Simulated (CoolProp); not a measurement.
The fluoroketone C6F12O (FK-5-1-12) along the isobar 0.318 MPa: fugacity coefficient from the reference equation and from simpler models built on Tc = 441.8 K, pc = 1.869 MPa, ω = 0.471; each cubic takes its own stable root.

Values from CoolProp's reference Helmholtz-energy equation of state, McLinden 2015.

```csv
T (K),phase,reference
195.2,liquid,7.312e-5
220.6,liquid,0.001065
246.1,liquid,0.007906
271.6,liquid,0.03655
297.1,liquid,0.1204
322.5,liquid,0.3074
348,liquid,0.6510
373.5,gas,0.8908
398.9,gas,0.9145
424.4,gas,0.9320
449.9,gas,0.9452
475.4,gas,0.9553
```

**Question.** How far does each simpler model (van der Waals, Redlich-Kwong, Soave-Redlich-Kwong) lie from the reference over these 12 states: mean and median of the absolute difference, and the worst?

**Answer.** 
- van der Waals: mean 9670.6 %, median 115.5 %, worst +94771.4 % at 195.2 K and 0.318 MPa
- Redlich-Kwong: mean 428.2 %, median 75.1 %, worst +2740.5 % at 195.2 K and 0.318 MPa
- Soave-Redlich-Kwong: mean 3.0 %, median 0.8 %, worst +19.7 % at 195.2 K and 0.318 MPa

At some of these states van der Waals, Redlich-Kwong gives the other phase, because its saturation line lies elsewhere.
